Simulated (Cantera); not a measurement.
## Ta₂O₅ + CO (carbothermic reduction)

A closed system holds: 1 mol Ta₂O₅, 1.4 mol CO, equilibrated at 2623 K.

Equilibrium computed with Cantera from the NASA thermochemical tables; the gas is ideal and each condensed phase is pure. Candidate condensed phases: C, Ta, TaC, Ta₂O₅; 15 gas species. Mutual solubility and eutectic melting of coexisting phases are not modelled. TaC: taken at fixed stoichiometry. Condensed phases not in the tables: Ta₂C. Rates play no part.

```csv
P (Pa),x CO,x TaO₂,x O,x CO₂,x O₂,x TaO,x Ta,x C₂O,n Ta₂O₅(l),n TaC(s)
10,0.313,0.439,0.222,0.00393,0.00741,0.0145,2.17e-8,<1e-12,0,0
42,0.314,0.464,0.183,0.0136,0.0210,0.00444,1.93e-9,<1e-12,0,0
180,0.723,0.186,0.0478,0.0352,0.00617,0.00159,6.14e-10,<1e-12,0.827,0
750,0.908,0.0602,0.00631,0.0243,0.000448,0.000934,6.57e-10,<1e-12,0.954,0
3200,0.966,0.0214,0.000641,0.0112,1.97e-5,0.000768,1.25e-9,4.55e-12,0.984,0
13000,0.986,0.00802,6.82e-5,0.00494,9.06e-7,0.000665,2.50e-9,4.46e-11,0.994,0
56000,0.994,0.00281,6.96e-6,0.00219,4.07e-8,0.000529,4.52e-9,4.44e-10,0.998,0
240000,0.997,0.000678,1.52e-6,0.00205,8.29e-9,0.000137,1.25e-9,2.05e-9,0.999,0.000604
1000000,0.997,0.000133,5.48e-7,0.00308,4.49e-9,1.78e-5,1.08e-10,5.68e-9,0.999,0.00120
```
x: gas mole fraction; n: condensed amount in mol.

From 0.000100 bar to 0.000420 bar nothing is condensed. From 0.00180 bar to 0.560 bar the condensed part is Ta₂O₅(l). From 2.40 bar to 10.0 bar the condensed part is TaC(s) + Ta₂O₅(l). The main Ta-bearing gas is TaO₂ throughout.
